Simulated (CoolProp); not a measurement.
R410A along the isotherm 110.35 °C: fugacity coefficient from the reference equation and from simpler models built on Tc = 71.3 °C, pc = 4901 kPa, ω = 0.296; each cubic takes its own stable root.

Computed with CoolProp (reference Helmholtz-energy equation of state, Lemmon 2003). It is a pseudo-pure fit of the blend.

| p (kPa) | phase | reference |
|---|---|---|
| 77.5 | gas | 0.9960 |
| 131 | gas | 0.9933 |
| 221 | gas | 0.9887 |
| 372 | gas | 0.9809 |
| 629 | gas | 0.9679 |
| 1060 | gas | 0.9463 |
| 1790 | gas | 0.9103 |
| 3020 | gas | 0.8514 |
| 5100 | supercritical | 0.7562 |
| 8600 | supercritical | 0.6086 |
| 14500 | supercritical | 0.4491 |
| 24500 | supercritical | 0.3490 |

How far does each simpler model (van der Waals, Redlich-Kwong, Soave-Redlich-Kwong) lie from the reference over these 12 states: mean and median of the absolute difference, and the worst?


- van der Waals: mean 2.0 %, median 0.6 %, worst +15.3 % at 110.35 °C and 24500 kPa
- Redlich-Kwong: mean 0.8 %, median 0.1 %, worst +6.6 % at 110.35 °C and 24500 kPa
- Soave-Redlich-Kwong: mean 3.0 %, median 0.6 %, worst +16.7 % at 110.35 °C and 24500 kPa
